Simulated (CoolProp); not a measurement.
cis-2-butene along the isotherm 488.6 K: fugacity coefficient from the reference equation and from simpler models built on Tc = 435.8 K, pc = 4236 kPa, ω = 0.202; each cubic takes its own stable root.

The numbers come from the reference Helmholtz-energy equation of state, Lemmon 2005 in CoolProp. It is a short technical equation, of lower accuracy than the large ones.

```csv
p (kPa),phase,reference
67,gas,0.9962
101,gas,0.9943
152,gas,0.9914
230,gas,0.9871
347,gas,0.9805
523,gas,0.9707
790,gas,0.9559
1190,gas,0.9339
1800,gas,0.9008
2710,gas,0.8524
4090,gas,0.7810
6170,supercritical,0.6784
9310,supercritical,0.5481
14000,supercritical,0.4400
21200,supercritical,0.3706
```

**Question.** How far does each simpler model (van der Waals, Redlich-Kwong, Soave-Redlich-Kwong, Peng-Robinson) lie from the reference over these 15 states: mean and median of the absolute difference, and the worst?

**Answer.** 
- van der Waals: mean 1.2 %, median 0.4 %, worst +10.2 % at 488.6 K and 21200 kPa
- Redlich-Kwong: mean 0.4 %, median 0.1 %, worst +2.5 % at 488.6 K and 21200 kPa
- Soave-Redlich-Kwong: mean 1.7 %, median 0.2 %, worst +9.6 % at 488.6 K and 21200 kPa
- Peng-Robinson: mean 0.8 %, median 0.6 %, worst -2.3 % at 488.6 K and 6170 kPa
